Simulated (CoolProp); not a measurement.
A simple Rankine cycle with vinyl chloride: condensing at 292.15 K, boiler at 3.37 MPa, turbine inlet 409.1 K, turbine efficiency 0.7, pump efficiency 0.7, no recuperator. Each further row changes one setting.

Values from CoolProp's reference Helmholtz-energy equation of state, Thol 2022.

```tsv
case	thermal efficiency (%)	net work (kJ/kg)	heat in (kJ/kg)	turbine exit temperature (K)	volume ratio over the turbine
as stated	14.3	55.7	389	298.8	9.93
turbine inlet 429.1 K	14.8	62.1	420	324.1	9.60
condensing temperature 284.15 K	15.4	61.7	402	290.0	12.6
boiler pressure 2.36 MPa	13.1	53.9	412	324.4	6.64
turbine efficiency 0.6	12.1	47.0	389	308.0	10.3
```
